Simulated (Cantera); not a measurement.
Hydrocarbon pyrolysis for carbon deposition

A perfectly stirred reactor is fed with C₂H₆ : N₂ = 1 : 26 (molar parts), at 8100 Pa; it is held at 1125 K, and followed from long to short residence time.

Detailed kinetics in Cantera: GRI-Mech 3.0 (53 species, 325 reactions). GRI-Mech 3.0 stops at C3 and has no aromatics, soot or wall deposition, so with more carbon than oxygen in the feed, carbon stays in small species such as C2H2 where larger ones or solid carbon would form.

```csv
τ (s),x C₂H₆,x CH₂,x HCN,x CH₄,x C₂H₂
5.4,0.00206,4.73e-11,1.24e-11,0.00457,0.0148
1.1,0.00753,1.39e-10,1.26e-11,0.00363,0.00579
0.25,0.0210,2.66e-10,1.00e-11,0.00156,0.000983
0.053,0.0329,2.90e-10,7.31e-12,0.000317,5.69e-5
0.011,0.0364,1.42e-10,3.05e-12,4.15e-5,1.34e-6
0.0024,0.0370,1.63e-11,<1e-12,3.33e-6,5.37e-9
0.00051,0.0370,<1e-12,<1e-12,2.29e-7,2.39e-12
```
x: mole fraction; the columns are a selection and need not sum to one.
